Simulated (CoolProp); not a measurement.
Model: reference Helmholtz-energy equation of state, Lemmon 2006, in CoolProp. It is a short technical equation, of lower accuracy than the large ones.

**Question.** For toluene, give the phase and the Z, cp (kJ/(kg K)), cv (kJ/(kg K)), isothermal compressibility (1/MPa) at 317.9 K and 5.05 MPa; 474.3 K and 5.05 MPa.

**Answer.** 
- 317.9 K and 5.05 MPa: liquid; Z 0.208, cp 1.76, cv 1.32, isothermal compressibility 0.00101
- 474.3 K and 5.05 MPa: liquid; Z 0.171, cp 2.34, cv 1.81, isothermal compressibility 0.00411
